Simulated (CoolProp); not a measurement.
Vapour-liquid equilibrium of CH2F2 (R32) (1) + propane (2) at 11.75 °C; x and y are mole fractions of (1).

Computed with CoolProp (multi-fluid Helmholtz-energy mixture model, Tillner-Roth 1997 and Lemmon 2009; pair parameters Bell 2016).

```tsv
x	bubble pressure, mixture model (MPa)	bubble pressure, Raoult's law (MPa)	y, mixture model	y, Raoult's law
0.05	0.8778	0.6936	0.238	0.084
0.125	1.098	0.7308	0.402	0.199
0.2	1.240	0.7681	0.484	0.304
0.275	1.330	0.8054	0.533	0.398
0.35	1.387	0.8426	0.566	0.484
0.425	1.424	0.8799	0.592	0.563
0.5	1.448	0.9172	?	0.635
0.575	?	0.9544	0.634	0.702
0.65	1.468	0.9917	?	0.764
0.725	?	1.029	0.685	0.821
0.8	?	1.066	0.723	0.875
0.875	1.392	1.103	0.782	0.924
0.95	1.286	1.141	0.884	0.971
```

Q: Some entries are withheld; supply them.

A: 
- 0.5, y, mixture model: 0.613
- 0.575, bubble pressure, mixture model (MPa): 1.462
- 0.65, y, mixture model: 0.657
- 0.725, bubble pressure, mixture model (MPa): 1.464
- 0.8, bubble pressure, mixture model (MPa): 1.443

The largest gap from Raoult's law is +65.1 % in bubble pressure, at x = 0.275. y crosses x between x = 0.65 and 0.725: the model has an azeotrope there.

Pair parameters are fitted to limited data, so mixtures are less certain than the pure fluids. With so large a gap from Raoult's law the liquid may split in two, which this calculation doesn't test in full.
